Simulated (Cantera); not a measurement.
Charge: 1 mol Ca(OH)₂, 0.034 mol H₂, equilibrated at 325 °C and 4350 Torr.

These are equilibrium values from Cantera (NASA tables, ideal gas, pure condensed phases), not measurements of a reactor. Candidate condensed phases: Ca, CaO, Ca(OH)₂, H₂O; 14 gas species. Rates play no part.

Base state: H₂ 0.999, H₂O 0.00109 (mole fractions); condensed: Ca(OH)₂(s).

Task: What changes in the equilibrium state with this change: temperature from 325 °C to 1200 °C?

Result: 
```
species           before   after
---------------  -------  ------
H₂O              0.00109   0.967
H₂                 0.999  0.0329
Ca(OH)₂(s), mol    1.000       0
CaO(s), mol            0    1.00
```

Task: What changes in the equilibrium state with this change: temperature from 325 °C to 1502 °C?

Result: 
```json
[
 {"species": "H₂O", "before": "0.00109", "after": "0.967"},
 {"species": "H₂", "before": "0.999", "after": "0.0329"},
 {"species": "OH", "before": "<1e-9", "after": "3.99e-5"},
 {"species": "Ca(OH)₂", "before": "<1e-9", "after": "1.36e-5"},
 {"species": "H", "before": "<1e-9", "after": "2.18e-5"},
 {"species": "Ca(OH)₂(s), mol", "before": "1.000", "after": "0"},
 {"species": "CaO(s), mol", "before": "0", "after": "1.000"}
]
```

Task: What changes in the equilibrium state with this change: temperature from 325 °C to 400 °C?

Result: 
| species | before | after |
|---|---|---|
| H₂ | 0.999 | 0.989 |
| H₂O | 0.00109 | 0.0110 |
| Ca(OH)₂(s), mol | 1.000 | 1.000 |
| CaO(s), mol | 0 | 0.000379 |
